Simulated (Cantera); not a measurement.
A closed system holds: 1 mol MgO, 4.3 mol C, 0.48 mol CO, 2.4 mol CH₄, held at 1698 K and 27.0 Pa.

Cantera equilibrium calculation (NASA polynomials, part measured and part estimated; ideal gas, pure solids and liquids). Candidate condensed phases: C, C₆H₆, C₇H₈, C₈H₁₈, H₂O, Mg, MgCO₃, MgO, Mg(OH)₂; 116 gas species. The tables' values for MgH are old estimates; treat these amounts as uncertain. Equilibrium is a limit: real reactors are often held back by kinetics, nucleation or transport.

Base state: H₂ 0.653, CO 0.203, Mg 0.137, H 0.00711, C₂H₂ (acetylene) 4.71e-5, MgH 2.27e-5 (mole fractions); condensed: C(graphite).

**Question.** What changes in the equilibrium state with this change: pressure from 27.0 Pa to 9100 Pa?

**Answer.** 
| species | before | after |
|---|---|---|
| H₂ | 0.653 | 0.690 |
| CO | 0.203 | 0.189 |
| Mg | 0.137 | 0.120 |
| CH₄ | 1.27e-7 | 4.79e-5 |
| H | 0.00711 | 0.000398 |
| C(graphite), mol | 5.70 | 5.87 |
| MgO(s), mol | 0 | 0.166 |

**Question.** What changes in the equilibrium state with this change: pressure from 27.0 Pa to 170 Pa?

**Answer.** 
| species | before | after |
|---|---|---|
| H₂ | 0.653 | 0.657 |
| CO | 0.203 | 0.203 |
| Mg | 0.137 | 0.137 |
| H | 0.00711 | 0.00284 |
| MgH | 2.27e-5 | 5.72e-5 |
| C₂H₂ (acetylene) | 4.71e-5 | 4.73e-5 |
| C(graphite), mol | 5.70 | 5.70 |
